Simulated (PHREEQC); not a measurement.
Solution (20 °C): 0.16 mol TMAH, 0.0007 mol K2SiO3 and 0.072 mol K3PO4 per kg of water. Closed to the air; pH follows from the charge balance.

Model: ion-association model, phreeqc.dat, run in PHREEQC.

This is a speciation only: nothing precipitates in the calculation.

**Question.** What pH, activity of water does the model give?

**Answer.** pH 13.17; activity of water 0.990.

**Question.** In which forms is Si present?

**Answer.** H2SiO4-2 68 %, H3SiO4- 32 % of the Si.

(CH3)4N+ isn't in the database: it is added as a free cation with an ion size of 4 Å.
